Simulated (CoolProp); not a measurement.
The numbers come from the reference Helmholtz-energy equation of state, Thol 2019 in CoolProp.

**Question.** For n-hexane, give the phase and the density (kg/m³), isothermal compressibility (1/MPa) at 600 K and 45.7 bar.

**Answer.** 
- 600 K and 45.7 bar: supercritical; density 116, isothermal compressibility 0.322
